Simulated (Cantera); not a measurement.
A Cantera script and what it prints.

```python
import numpy as np
import cantera as ct

gas_names = [...]  # 151 gases of nasa_gas.yaml made of C, H, N, O, Si
cond_names = """
    C(gr) C6H6(L) C7H8(L) C8H18(L),n-octa H2O(s) H2O(L) Si(cr) Si(L) SiC(b) SiO2(Lqz) SiO2(hqz) SiO2(L)
    Si2N2O(s) Si3N4(a)
""".split()


# ... load() reads the species with a 1 bar reference pressure and builds the phases ...
atoms = {
    'Si2H6': {'Si': 2, 'H': 6},
    'CO2': {'C': 1, 'O': 2},
    'N2': {'N': 2},
}
top_T = {'C(gr)': 4500, 'SiC(b)': 3050, 'Si2N2O(s)': 2100, 'Si3N4(a)': 2400}  # K; cautious upper limits of use, not melting points


# ... equilibrate(T, P, feed) seeds the gas with the atoms and calls Mixture.equilibrate('TP', solver="vcs", rtol=1e-11, max_steps=5000) ...
results = []
feed = {'Si2H6': 1, 'CO2': 0.22, 'N2': 1.3}  # mol
T = 2073.15  # K
for P in [5, 15, 45, 140, 410, 1200, 3700, 11000, 33000, 100000]:
    mix = equilibrate(T, P, feed)
    results.append((T, P, feed, dict(zip(mix.species_names, mix.species_moles))))

top = {s: max(r[3][s] / sum(r[3][g] for g in gas_names) for r in results) for s in gas_names}
cols = sorted((s for s in top if top[s] > 1e-05), key=lambda s: -top[s])[:7]
seen = [c for c in cond_names if any(r[3].get(c, 0) > 1e-12 for r in results)]
print("log10 of partial pressures in bar; condensed amounts in mol")
print(f"{'P/Pa':>10s}" + "".join(f"{s[:9]:>10s}" for s in cols + seen))
for T, P, feed, n in results:
    ng = sum(n[g] for g in gas_names)
    print(f"{P:10.4g}" + "".join(f"{np.log10(max(n[s] / ng * P / 1e5, 1e-99)):10.3f}" for s in cols)
          + "".join(f"{n.get(c, 0):10.4g}" for c in seen))
```

Result:

```
log10 of partial pressures in bar; condensed amounts in mol
      P/Pa        H2        N2        Si         H       SiO        CO      Si2C     Si(L)    SiC(b) Si2N2O(s)
         5    -4.811    -5.048    -4.916    -4.985    -5.814    -5.825    -7.855         0         0         0
        15    -4.259    -4.551    -4.433    -4.709    -5.288    -5.359    -6.467         0         0         0
        45    -3.726    -4.050    -4.001    -4.443    -4.684    -5.019    -5.434   0.04849   0.02379         0
       140    -3.120    -3.463    -4.001    -4.140    -4.098    -4.433    -5.434     1.207   0.06398         0
       410    -2.616    -2.968    -4.001    -3.888    -3.603    -3.938    -5.434     1.485   0.07354         0
      1200    -2.135    -2.491    -4.001    -3.647    -3.126    -3.462    -5.434     1.574   0.07653         0
      3700    -1.638    -1.998    -4.001    -3.399    -2.633    -2.968    -5.434     1.605   0.07755         0
   1.1e+04    -1.162    -1.523    -4.001    -3.160    -2.158    -2.493    -5.434     1.615   0.07786         0
   3.3e+04    -0.683    -1.045    -4.001    -2.921    -1.680    -2.015    -5.434     1.618   0.07796         0
     1e+05    -0.142    -0.618    -4.001    -2.650    -1.633    -1.968    -5.434     1.132    0.1727    0.2988
```

Equilibrium computed with Cantera from the NASA thermochemical tables; the gas is ideal and each condensed phase is pure. The feed counts by its element totals alone. Mutual solubility and eutectic melting of coexisting phases are not modelled. The tables' values for SiN are old estimates; treat these amounts as uncertain. Gases not in the tables: Si2H6 and higher silanes.
